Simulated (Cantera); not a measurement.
An isothermal, constant-pressure homogeneous reactor starts with 5.26 % C₃H₈, 94.7 % H₂, at 1700 K and 0.370 bar.

Computed with Cantera and GRI-Mech 3.0 (53 species, 325 reactions). GRI-Mech 3.0 was tuned for natural gas; its chemistry of propane as a main component is partial and can be far from experiment. GRI-Mech 3.0 stops at C3 and has no aromatics, soot or wall deposition, so with more carbon than oxygen in the feed, carbon stays in small species such as C2H2 where larger ones or solid carbon would form.

One state of this run: x C₃H₈ = 1.52e-10; x H₂ = 0.926; x H = 0.000235; x CH₄ = 0.0105; x C₂H₆ = 8.02e-7; x C₂H = 8.87e-8; x CH₃ = 5.38e-5. x: mole fraction; the columns are a selection and need not sum to one.

Question: Which value of t (s) does it belong to?
A. 0.00532
B. 0.00178
C. 0.423
D. 3.77

Answer: D, 3.77
